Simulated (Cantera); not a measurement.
An adiabatic, constant-volume homogeneous reactor starts with 5.34 % CH4, 19.8 % O2, 74.2 % N2, 0.694 % H2, at 1323 K and 7500 Torr.

Computed with Cantera and GRI-Mech 3.0 (53 species, 325 reactions).

x: mole fraction; the columns are a selection and need not sum to one.

| t (s) | T (K) | P (bar) | x CH4 | x O2 | x C2H4 | x NO | x OH | x N2O | x H |
|---|---|---|---|---|---|---|---|---|---|
| 2.00e-6 | 1323 | 10.00 | 0.0534 | 0.198 | <1e-12 | <1e-12 | 7.99e-10 | <1e-12 | 9.04e-10 |
| 7.19e-6 | 1323 | 10.00 | 0.0534 | 0.198 | 8.87e-12 | <1e-12 | (withheld) | <1e-12 | 2.02e-9 |
| 2.58e-5 | 1323 | 10.00 | 0.0534 | 0.198 | 1.00e-9 | <1e-12 | (withheld) | 1.28e-11 | 9.86e-9 |
| 9.28e-5 | 1324 | 10.0 | 0.0533 | 0.197 | 7.62e-7 | <1e-12 | (withheld) | 3.45e-10 | 1.94e-7 |
| 0.000334 | 1443 | 10.9 | 0.0416 | 0.186 | 0.000748 | 8.35e-11 | (withheld) | 2.24e-8 | 1.01e-5 |
| 0.00120 | 2647 | 20.0 | <1e-12 | 0.0801 | <1e-12 | 0.0121 | 0.00864 | 4.02e-6 | 0.000330 |
| 0.00431 | 2637 | 20.0 | <1e-12 | 0.0777 | <1e-12 | 0.0169 | 0.00834 | 4.07e-6 | 0.000313 |
| 0.0155 | 2637 | 20.0 | <1e-12 | 0.0777 | <1e-12 | 0.0170 | 0.00834 | 4.07e-6 | 0.000313 |
| 0.0557 | 2637 | 20.0 | <1e-12 | 0.0777 | <1e-12 | 0.0170 | 0.00834 | 4.07e-6 | 0.000313 |
| 0.200 | 2637 | 20.0 | <1e-12 | 0.0777 | <1e-12 | 0.0170 | 0.00834 | 4.07e-6 | 0.000313 |

Question: What belongs in the gaps?

Answer: 
- 7.19e-6, x OH: 2.31e-9
- 2.58e-5, x OH: 1.34e-8
- 9.28e-5, x OH: 2.94e-7
- 0.000334, x OH: 2.03e-5
